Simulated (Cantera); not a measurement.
A freely propagating, adiabatic, planar premixed flame of H₂ : O₂ : N₂ = 1 : 0.278 : 0.722 (molar parts), unburnt at 400 K and 500000 Pa; mixture-averaged transport, grid criteria slope 0.08 and curve 0.16, no radiation.

Detailed kinetics in Cantera: the H2/O2 subset of GRI-Mech 3.0, which has no nitrogen chemistry. The hydrogen kinetics of GRI-Mech 3.0 are dated; newer H2 mechanisms differ, most at raised pressure. Burning velocities carry a grid error of a few per cent, more on coarse grids.

x: mole fraction of selected species; z is measured from the peak of heat release.

| z (mm) | T (K) | u (m/s) | x H₂ | x O₂ | x H₂O | x HO₂ | x H | x OH |
|---|---|---|---|---|---|---|---|---|
| -0.135 | 400 | 6.57 | 0.500 | 0.139 | <1e-8 | <1e-8 | <1e-8 | <1e-8 |
| -0.0900 | 400 | 6.57 | 0.500 | 0.139 | <1e-8 | <1e-8 | <1e-8 | <1e-8 |
| -0.0675 | 400 | 6.57 | 0.500 | 0.139 | 3.62e-8 | <1e-8 | <1e-8 | <1e-8 |
| -0.0450 | 401 | 6.57 | 0.500 | 0.139 | 1.69e-6 | 3.71e-7 | <1e-8 | <1e-8 |
| -0.0225 | ___ | 7.16 | 0.491 | 0.141 | 0.000930 | 0.000296 | 8.69e-6 | 2.49e-5 |
| -0.0112 | ___ | 12.1 | 0.451 | 0.135 | 0.0265 | 0.00112 | 0.00340 | 0.00139 |
| 0 | ___ | 19.1 | 0.371 | 0.103 | 0.103 | 0.000448 | 0.0246 | 0.00255 |
| 0.0112 | ___ | 24.1 | 0.288 | 0.0530 | 0.200 | 0.000199 | 0.0521 | 0.00539 |
| 0.0225 | ___ | 26.9 | 0.242 | 0.0209 | 0.260 | 7.49e-5 | 0.0656 | 0.00738 |
| 0.0450 | 1988 | 29.1 | 0.223 | 0.00362 | 0.295 | 1.25e-5 | 0.0642 | 0.00861 |
| 0.0900 | 2129 | 30.9 | 0.228 | 0.000840 | 0.304 | 3.26e-6 | 0.0499 | 0.00828 |
| 0.180 | 2251 | 32.4 | 0.236 | 0.000410 | 0.309 | 1.66e-6 | 0.0348 | 0.00686 |
| 0.360 | 2347 | 33.5 | 0.242 | 0.000185 | 0.315 | 7.45e-7 | 0.0226 | 0.00502 |

Problem. What belongs in the gaps?

Solution. 
- -0.0225, T (K): 443
- -0.0112, T (K): 779
- 0, T (K): 1275
- 0.0112, T (K): 1628
- 0.0225, T (K): 1820
